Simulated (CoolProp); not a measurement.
Model: reference Helmholtz-energy equation of state, Span 1996, in CoolProp.

**Question.** For carbon dioxide, give the phase and the density (kg/m³), cp (kJ/(kg K)), expansivity (1/kK), viscosity (µPa s) at 61.55 °C and 7.89 MPa; -25.85 °C and 29 MPa.

**Answer.** 
- 61.55 °C and 7.89 MPa: supercritical; density 184, cp 1.84, expansivity 10.5, viscosity 19.8
- -25.85 °C and 29 MPa: liquid; density 1140, cp 1.83, expansivity 2.76, viscosity 201

Viscosity comes from a separate model (Laesecke 2017).
